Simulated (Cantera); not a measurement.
Hydrocarbon pyrolysis for carbon deposition

An isothermal, constant-pressure homogeneous reactor starts with C₂H₄ : H₂ = 1 : 20 (molar parts), at 1600 K and 0.0263 atm.

Model: GRI-Mech 3.0 (53 species, 325 reactions), integrated in Cantera. GRI-Mech 3.0 was tuned for natural gas; its chemistry of ethylene as a main component is partial and can be far from experiment. GRI-Mech 3.0 stops at C3 and has no aromatics, soot or wall deposition, so with more carbon than oxygen in the feed, carbon stays in small species such as C2H2 where larger ones or solid carbon would form. Radical loss at walls, strong at low pressure, is not modelled.

```json
[
 {"t (s)": "1.00e-5", "x C₂H₄": "0.0476", "x H₂": "0.952", "x C₂H₂": "4.36e-6", "x H": "6.23e-9", "x C₂H₆": "2.32e-11", "x CH₄": "<1e-12", "x C₂H": "<1e-12"},
 {"t (s)": "3.98e-5", "x C₂H₄": "0.0476", "x H₂": "0.952", "x C₂H₂": "1.74e-5", "x H": "2.84e-8", "x C₂H₆": "2.18e-10", "x CH₄": "1.13e-12", "x C₂H": "<1e-12"},
 {"t (s)": "0.000158", "x C₂H₄": "0.0475", "x H₂": "0.952", "x C₂H₂": "6.92e-5", "x H": "1.18e-7", "x C₂H₆": "1.21e-9", "x CH₄": "6.54e-11", "x C₂H": "<1e-12"},
 {"t (s)": "0.000631", "x C₂H₄": "0.0473", "x H₂": "0.952", "x C₂H₂": "0.000276", "x H": "4.76e-7", "x C₂H₆": "5.71e-9", "x CH₄": "1.71e-9", "x C₂H": "<1e-12"},
 {"t (s)": "0.00251", "x C₂H₄": "0.0465", "x H₂": "0.952", "x C₂H₂": "0.00111", "x H": "1.92e-6", "x C₂H₆": "2.88e-8", "x CH₄": "3.59e-8", "x C₂H": "7.53e-12"},
 {"t (s)": "0.0100", "x C₂H₄": "0.0428", "x H₂": "0.953", "x C₂H₂": "0.00456", "x H": "7.92e-6", "x C₂H₆": "1.36e-7", "x CH₄": "7.22e-7", "x C₂H": "1.27e-10"},
 {"t (s)": "0.0398", "x C₂H₄": "0.0282", "x H₂": "0.953", "x C₂H₂": "0.0186", "x H": "2.58e-5", "x C₂H₆": "3.02e-7", "x CH₄": "9.47e-6", "x C₂H": "1.69e-9"},
 {"t (s)": "0.158", "x C₂H₄": "0.00264", "x H₂": "0.954", "x C₂H₂": "0.0429", "x H": "6.62e-5", "x C₂H₆": "6.21e-8", "x CH₄": "3.45e-5", "x C₂H": "9.99e-9"},
 {"t (s)": "0.631", "x C₂H₄": "0.000128", "x H₂": "0.954", "x C₂H₂": "0.0453", "x H": "0.000295", "x C₂H₆": "6.40e-9", "x CH₄": "4.49e-5", "x C₂H": "4.71e-8"},
 {"t (s)": "2.51", "x C₂H₄": "0.000127", "x H₂": "0.954", "x C₂H₂": "0.0453", "x H": "0.000329", "x C₂H₆": "6.55e-9", "x CH₄": "9.61e-5", "x C₂H": "5.24e-8"},
 {"t (s)": "10.0", "x C₂H₄": "0.000127", "x H₂": "0.954", "x C₂H₂": "0.0452", "x H": "0.000329", "x C₂H₆": "6.76e-9", "x CH₄": "0.000300", "x C₂H": "5.23e-8"}
]
```
x: mole fraction; the columns are a selection and need not sum to one.

Equilibrium at this temperature and pressure: C₂H₄ 0.000125, H₂ 0.953, C₂H₂ 0.0446, H 0.000327, C₂H₆ 1.34e-8, CH₄ 0.00162, C₂H 5.14e-8 (gas phase only).
